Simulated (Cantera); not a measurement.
A freely propagating, adiabatic, planar premixed flame of 10.4 % CH4, 18.8 % O2, 70.8 % N2, equivalence ratio 1.1, unburnt at 425 K and 7500 Torr; mixture-averaged transport, grid criteria slope 0.08 and curve 0.16, no radiation.

Computed with Cantera and GRI-Mech 3.0 (53 species, 325 reactions). Burning velocities carry a grid error of a few per cent, more on coarse grids.

Predict: laminar burning velocity; thermal thickness; peak x(HCO); peak x(HCN); peak x(HO2); peak x(H).


- laminar burning velocity = 25.9 cm/s
- thermal thickness = 0.0846 mm
- peak x(HCO) = 1.18e-5
- peak x(HCN) = 1.15e-5
- peak x(HO2) = 0.000165
- peak x(H) = 0.00221
